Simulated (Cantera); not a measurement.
A closed system holds: 1 mol Fe(CO)₅, 0.75 mol CO, 44 mol N₂, at 0.533 Torr.

Method: chemical equilibrium by Gibbs-energy minimisation in Cantera with the NASA 1993 tables (ideal gas, pure condensed phases). Candidate condensed phases: C, Fe, Fe(CO)₅, FeO, Fe₂O₃, Fe₃O₄; 27 gas species. Condensed phases not in the tables: cementite and carbon dissolved in iron. Rates play no part.

log p: log10 of the partial pressure in bar; n: condensed amount in mol.

| T (°C) | log p N₂ | log p CO | log p CO₂ | log p Fe | n C(graphite) | n Fe(α) | n Fe(γ) |
|---|---|---|---|---|---|---|---|
| 652 | -3.20 | -4.09 | -7.69 | <-15 | 0.00142 | 1.00 | 0 |
| 677 | -3.20 | -4.09 | -7.95 | -14.95 | 0.000789 | 1.00 | 0 |
| 702 | -3.20 | -4.09 | -8.19 | -14.37 | 0 | 1.00 | 0 |
| 727 | -3.20 | -4.09 | [?] | [?] | 0 | 1.00 | 0 |
| 752 | -3.20 | -4.09 | -8.64 | -13.31 | 0 | 1.00 | 0 |
| 777 | -3.20 | -4.09 | -8.84 | -12.81 | 0 | 1.00 | 0 |
| 802 | -3.20 | -4.09 | -9.04 | -12.35 | 0 | 1.00 | 0 |
| 827 | -3.20 | -4.09 | -9.23 | -11.90 | 0 | 1.00 | 0 |
| 852 | -3.20 | -4.09 | [?] | [?] | 0 | 1.00 | 0 |
| 877 | -3.20 | -4.09 | -9.58 | -11.07 | 0 | 1.000 | 0 |
| 902 | -3.20 | -4.09 | -9.74 | -10.68 | 0 | 1.000 | 0 |
| 927 | -3.20 | -4.09 | -9.90 | -10.30 | 0 | 0 | 1.000 |

Task: Fill in the missing entries.

Result: 
- 852, log p CO₂: -9.40
- 852, log p Fe: -11.47
- 727, log p CO₂: -8.42
- 727, log p Fe: -13.83
